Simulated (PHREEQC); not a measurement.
# Brine: an equilibrium model

Make-up at 25 °C: 1.8 mol/kgw NaOH, 0.14 mol/kgw Li2SO4 and 2.8 mol/kgw KBr. Closed to the air; pH follows from the charge balance.

The numbers come from PHREEQC with the Pitzer model, pitzer.dat.

The pH comes out as 14.18 and the ionic strength is 5.02 mol/kgw. The activity of water is 0.834 and the density is 1.268 g/cm³. The osmotic coefficient is 1.048 and the total alkalinity comes out as 1800 meq/kg.

| species | molality | activity | log γ |
|---|---|---|---|
| Br- | 2.80 | 1.63 | -0.234 |
| K+ | 2.80 | 2.06 | -0.133 |
| OH- | 1.80 | 1.29 | -0.146 |
| Na+ | 1.80 | 1.44 | -0.097 |
| Li+ | 0.280 | 0.321 | 0.059 |
| SO4-2 | 0.140 | 0.00174 | -1.905 |

No solid was allowed to form. In brines, pH and single-ion activities rest on the MacInnes convention.
